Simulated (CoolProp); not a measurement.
Computed with CoolProp (reference Helmholtz-energy equation of state, Gao 2022).

Give the vapour pressure (bar), liquid density (kg/m³), vapour density (kg/m³), enthalpy of vaporisation (kJ/kg) of saturated n-perfluorohexane at 223.5, 294.1 K.


```csv
T (K),p (bar),liquid density (kg/m³),vapour density (kg/m³),enthalpy of vaporisation (kJ/kg)
223.5,0.00258,1880,0.0469,112
294.1,0.246,1690,3.47,94.1
```
